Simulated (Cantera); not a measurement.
**Stirred combustor or abatement burner**

A perfectly stirred reactor is fed with 4.76 % C3H8, 19.9 % O2, 74.8 % N2, 0.572 % H2O, at 1.00 atm; it is adiabatic with a 448 K inlet, and is followed from long to short residence time, starting on the burning branch (τ in s: 0.021, 0.0098, 0.0046, 0.0021, 0.00098, 0.00046, 0.00021, 9.9e-05, 4.6e-05).

Cantera simulation using GRI-Mech 3.0 (53 species, 325 reactions); the numbers are that mechanism's predictions, not measurements. GRI-Mech 3.0 was tuned for natural gas; its chemistry of propane as a main component is partial and can be far from experiment.

```csv
τ (s),T (K),x C3H8,x O2,x NO,x CO2,x CO,x C2H
0.021,2239,6.16e-7,0.00137,0.000558,0.0755,0.0552,5.46e-8
0.0098,2217,1.15e-6,0.00204,0.000523,0.0746,0.0559,8.51e-8
0.0046,2190,2.12e-6,0.00296,0.000464,0.0733,0.0568,1.30e-7
0.0021,2156,4.04e-6,0.00417,0.000387,0.0717,0.0580,2.03e-7
0.00098,2119,7.78e-6,0.00563,0.000309,0.0698,0.0594,3.21e-7
0.00046,2081,1.56e-5,0.00748,0.000239,0.0674,0.0613,5.30e-7
0.00021,2035,3.45e-5,0.0104,0.000175,0.0633,0.0645,9.58e-7
9.9e-5,1969,8.68e-5,0.0163,0.000109,0.0553,0.0708,1.78e-6
4.6e-5,448,0.0476,0.199,<1e-12,<1e-12,<1e-12,<1e-12
```
x: mole fraction; the columns are a selection and need not sum to one.
